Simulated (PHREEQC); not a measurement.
Solution A (40 mmol/kgw HCl, 1.3 mmol/kgw CaCl2 and 2.8 mmol/kgw KCl) is mixed with solution B (3.2 mmol/kgw CuSO4, 0.079 mmol/kgw HBF4 and 4.1 mmol/kgw NaCl) at 25 °C; shares are by mass of water, 1 kg in all. O2 is buffered at 0.21 atm. The system is closed to CO2. The run lets Gypsum, Fluorite, Portlandite, Cu(OH)2, Brochantite, Antlerite, Atacamite, Halite, Mirabilite, Chalcanthite, CuF2:2H2O precipitate or redissolve, and no other solid.

Computed with PHREEQC (ion-association model, wateq4f.dat).

```csv
share of solution B,pH,Ca+2 (mol/kgw),Cu+2 (mol/kgw),SO4-2 (mol/kgw),F- (mol/kgw),HF (mol/kgw)
0,1.47,0.00130,0,0,0,0
0.1,?,0.00116,0.000301,0.000113,?,3.08e-5
0.2,1.56,?,0.000602,0.000240,1.83e-6,6.13e-5
0.3,1.62,0.000890,0.000900,0.000384,3.11e-6,?
0.4,1.69,0.000755,0.00119,0.000549,4.79e-6,0.000121
0.5,1.77,0.000621,0.00148,0.000742,7.12e-6,0.000151
0.6,1.87,0.000489,0.00176,0.000970,1.05e-5,0.000179
0.7,2.00,0.000360,0.00202,0.00125,1.61e-5,0.000204
0.8,2.18,0.000234,0.00226,0.00159,2.66e-5,0.000225
0.9,2.49,0.000113,0.00247,0.00203,5.40e-5,0.000228
1,3.71,0,0.00263,0.00259,0.000245,6.33e-5
```

What belongs in the gaps?


- 0.1, pH: 1.51
- 0.1, F- (mol/kgw): 8.20e-7
- 0.2, Ca+2 (mol/kgw): 0.00103
- 0.3, HF (mol/kgw): 9.16e-5

Real BF4- forms and hydrolyses slowly; the run takes it at equilibrium.
